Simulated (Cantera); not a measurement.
Input (Python, Cantera):

```python
import numpy as np
import cantera as ct

gas = ct.Solution("gri30.yaml")
gas.TPX = 1575, 44000, {'C3H8': 1, 'O2': 3.57, 'N2': 13.4}
reactor = ct.IdealGasConstPressureReactor(gas, energy="on", clone=False)
net = ct.ReactorNet([reactor])
net.rtol, net.atol = 1e-08, 1e-16
show = ['C3H8', 'O2', 'N2O', 'H2O', 'CO2']
times = np.geomspace(2e-06, 2, 13)

steps = ct.SolutionArray(gas, extra=["t"])
rows = []
print(f"{'t/s':>10s}{'T/K':>9s}{'P/Pa':>11s}" + "".join(f"{s:>11s}" for s in show))
for t in times:
    while net.time < t:
        t_next = net.step()
        steps.append(gas.state, t=t_next)
    rows.append([np.interp(t, steps.t, y) for y in (steps.T, steps.P, *steps(*show).X.T)])
    print(f"{t:10.3e}{rows[-1][0]:9.1f}{rows[-1][1]:11.4g}" + "".join(f"{x:11.3e}" for x in rows[-1][2:]))
rate = np.gradient(steps.T, steps.t)
print("integrator steps:", len(steps.t))
if steps.T.max() > steps.T[0] + 200:
    print(f"time of steepest temperature rise: {steps.t[rate.argmax()]:.4e} s")
gas.TPX = 1575, 44000, {'C3H8': 1, 'O2': 3.57, 'N2': 13.4}
gas.equilibrate("HP")
print(f"equilibrium (HP): T = {gas.T:.1f} K  " + "  ".join(f"{s} {gas[s].X[0]:.3e}" for s in show))
```

Result:

```
       t/s      T/K       P/Pa       C3H8         O2        N2O        H2O        CO2
 2.000e-06   1571.0    4.4e+04  5.506e-02  1.985e-01  1.379e-11  1.666e-05  4.426e-08
 6.325e-06   1562.0    4.4e+04  5.325e-02  1.977e-01  2.083e-10  2.631e-04  2.613e-06
 2.000e-05   1547.9    4.4e+04  4.550e-02  1.935e-01  1.018e-09  2.697e-03  6.841e-05
 6.325e-05   1656.9    4.4e+04  1.046e-02  1.547e-01  8.351e-09  2.812e-02  1.047e-03
 2.000e-04   2608.2    4.4e+04  3.151e-43  7.794e-03  6.168e-08  1.146e-01  3.796e-02
 6.325e-04   2686.0    4.4e+04  1.839e-42  6.435e-03  9.062e-08  1.197e-01  3.893e-02
 2.000e-03   2743.7    4.4e+04  1.340e-41  5.140e-03  1.291e-07  1.237e-01  3.962e-02
 6.325e-03   2743.8    4.4e+04  1.815e-41  4.738e-03  1.491e-07  1.238e-01  3.935e-02
 2.000e-02   2743.1    4.4e+04  1.846e-41  4.697e-03  1.520e-07  1.238e-01  3.930e-02
 6.325e-02   2743.1    4.4e+04  1.846e-41  4.697e-03  1.520e-07  1.238e-01  3.930e-02
 2.000e-01   2743.1    4.4e+04  1.846e-41  4.697e-03  1.520e-07  1.238e-01  3.930e-02
 6.325e-01   2743.1    4.4e+04  1.846e-41  4.697e-03  1.520e-07  1.238e-01  3.930e-02
 2.000e+00   2743.1    4.4e+04  1.846e-41  4.697e-03  1.520e-07  1.238e-01  3.930e-02
integrator steps: 1523
time of steepest temperature rise: 8.5334e-05 s
equilibrium (HP): T = 2743.1 K  C3H8 3.173e-41  O2 4.697e-03  N2O 1.520e-07  H2O 1.238e-01  CO2 3.930e-02
```

Detailed kinetics in Cantera: GRI-Mech 3.0 (53 species, 325 reactions). GRI-Mech 3.0 was tuned for natural gas; its chemistry of propane as a main component is partial and can be far from experiment.
